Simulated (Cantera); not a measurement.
**Low-pressure radical oxidation in H2/O2**

An isothermal, constant-pressure homogeneous reactor starts with 0.505 % H2, 50.5 % O2, 49.0 % N2, at 1425 K and 730 Pa.

Computed with Cantera and GRI-Mech 3.0 (53 species, 325 reactions). Radical loss at walls, strong at low pressure, is not modelled.

```
t (s)        x H2   x O2     x H2O     x NO       x O      x OH
--------  -------  -----  --------  -------  --------  --------
1.00e-5   0.00505  0.505    <1e-12   <1e-12  3.37e-11  3.36e-11
5.24e-5   0.00505  0.505  1.62e-11   <1e-12  7.53e-10  7.49e-10
0.000275  0.00505  0.505   1.29e-9   <1e-12   1.02e-8   9.94e-9
0.00144   0.00505  0.505   7.14e-8   <1e-12   1.24e-7   1.11e-7
0.00756   0.00498  0.505   5.06e-5   <1e-12   4.68e-5   3.99e-5
0.0397    1.94e-5  0.500   0.00461  2.96e-9   0.00442  0.000704
0.208     1.84e-5  0.500   0.00463  2.49e-8   0.00419  0.000687
1.09      1.43e-5  0.501   0.00469  1.28e-7   0.00321  0.000605
5.72      5.35e-6  0.503   0.00486  3.95e-7   0.00116  0.000371
30.0      6.18e-7  0.504   0.00500  6.60e-7  0.000131  0.000126
```
x: mole fraction; the columns are a selection and need not sum to one.

Equilibrium at this temperature and pressure: H2 5.52e-8, O2 0.503, H2O 0.00504, NO 0.00102, O 1.16e-5, OH 3.77e-5 (gas phase only).
